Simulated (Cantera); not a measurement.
**Thermodynamics of thermal oxidation and active oxidation of silicon, feed Si + N2O + H2**

Feed: 1 mol Si, a varied amount of N2O, 140 mol H2, at 1050 K and 0.370 bar.

Method: chemical equilibrium by Gibbs-energy minimisation in Cantera with the NASA 1993 tables (ideal gas, pure condensed phases). Candidate condensed phases: H2O, Si, SiO2, Si2N2O, Si3N4; 35 gas species. Mutual solubility and eutectic melting of coexisting phases are not modelled. Equilibrium is a limit: real reactors are often held back by kinetics, nucleation or transport.

```tsv
n(N2O) (mol)	log p H2	log p N2	log p H2O	log p NH3	log p SiH4	log p H	n Si(s)	n Si2N2O(s)	n SiO2(β-quartz)
0.083	-0.43	-12.22	-11.06	-10.13	-7.19	-8.31	0.834	0.0830	0
0.15	-0.43	-12.22	-11.06	-10.13	-7.19	-8.31	0.700	0.150	0
0.26	-0.43	-12.22	-11.06	-10.13	-7.19	-8.31	0.480	0.260	0
0.45	-0.43	-12.22	-11.06	-10.13	-7.19	-8.31	0.1000	0.450	0
0.79	-0.43	-2.99	-5.15	-5.52	<-12	-8.31	0	0.404	0.192
1.4	-0.44	-2.50	-4.99	-5.28	<-12	-8.31	0	0.201	0.597
2.5	-0.44	-2.19	-2.89	-5.13	<-12	-8.31	0	0	1.00
4.3	-0.45	-1.96	-2.23	-5.03	<-12	-8.32	0	0	1.00
```
log p: log10 of the partial pressure in bar; n: condensed amount in mol.

From 0.083 mol N2O to 0.45 mol N2O the condensed part is Si(s) + Si2N2O(s). From 0.79 mol N2O to 1.4 mol N2O the condensed part is SiO2(β-quartz) + Si2N2O(s). From 2.5 mol N2O to 4.3 mol N2O the condensed part is SiO2(β-quartz).
